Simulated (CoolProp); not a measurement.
Saturation properties of p-xylene (Tc = 616.2 K, pc = 3532 kPa, ω = 0.324).

Model: reference Helmholtz-energy equation of state, Zhou 2012, in CoolProp.

```tsv
T (K)	p (kPa)	liquid density (kg/m³)	vapour density (kg/m³)	liquid cp (kJ/(kg K))	vapour viscosity (µPa s)
386	48.63	777.7	1.656	2.020	8.23
401.4	76.79	762.9	2.542	2.076	8.52
416.8	116.6	747.7	3.767	2.133	8.82
432.2	171.0	732.0	5.418	2.192	9.12
447.6	243.4	715.6	7.593	2.253	9.42
462.9	336.7	698.6	10.39	2.315	9.73
478.3	456.0	680.7	14.01	2.382	10.1
493.7	605.0	661.8	18.60	2.452	10.4
509.1	788.2	641.6	24.42	2.529	10.8
524.5	1011	619.8	31.83	2.617	11.3
```

It boils at 411.5 K under 1 atm.

Viscosity comes from a separate model (Balogun 2015).
